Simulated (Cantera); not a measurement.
A closed system holds: 1 mol Cu, 0.027 mol H2O, 3.1 mol CO, held at 1650 Torr.

These are equilibrium values from Cantera (NASA tables, ideal gas, pure condensed phases), not measurements of a reactor. Candidate condensed phases: C, C6H6, C7H8, C8H18, Cu, CuO, Cu(OH)2, Cu2O, H2O; 113 gas species. The numbers say what is thermodynamically allowed, not how fast it happens.

At 1298 K, list the 4 most abundant gas species with their mole fractions, and the condensed phases.

CO 0.980, CO2 0.0112, H2 0.00849, H2O 0.000170. Condensed: C(graphite) + Cu(s).
